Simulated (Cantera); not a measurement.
An isothermal, constant-pressure homogeneous reactor starts with 16.0 % H2, 38.2 % O2, 45.8 % N2, equivalence ratio 0.21, at 950 K and 0.00150 bar.

Computed with Cantera and GRI-Mech 3.0 (53 species, 325 reactions). Radical loss at walls, strong at low pressure, is not modelled. The temperature is held fixed by assumption; the heat of reaction is taken as removed at once.

x: mole fraction; the columns are a selection and need not sum to one.

```csv
t (s),x H2,x O2,x OH,x NO,x H,x H2O2
0.000400,0.160,0.382,<1e-12,<1e-12,6.15e-12,<1e-12
0.00102,0.160,0.382,<1e-12,<1e-12,1.57e-11,<1e-12
0.00260,0.160,0.382,3.70e-12,<1e-12,4.50e-11,<1e-12
0.00662,0.160,0.382,1.98e-11,<1e-12,2.00e-10,<1e-12
0.0169,0.160,0.382,3.75e-10,<1e-12,3.58e-9,<1e-12
0.0430,0.160,0.382,4.07e-7,<1e-12,3.88e-6,5.21e-12
0.110,0.0124,0.315,0.00256,3.31e-8,0.0783,1.01e-8
0.279,0.00640,0.313,0.00202,3.24e-7,0.0614,8.13e-9
0.711,0.00450,0.319,0.00171,7.04e-7,0.0314,1.15e-8
1.81,…,0.325,…,8.87e-7,…,…
4.62,0.000181,0.327,0.000331,9.04e-7,0.000210,2.48e-8
11.8,1.67e-5,0.328,0.000100,9.04e-7,5.86e-6,1.46e-8
30.0,…,0.328,…,9.04e-7,…,…
```

**Question.** Complete the blanks.

**Answer.** 
- 1.81, x H2: 0.00153
- 1.81, x OH: 0.000993
- 1.81, x H: 0.00553
- 1.81, x H2O2: 1.91e-8
- 30.0, x H2: 2.43e-6
- 30.0, x OH: 3.88e-5
- 30.0, x H: 3.40e-7
- 30.0, x H2O2: 6.46e-9
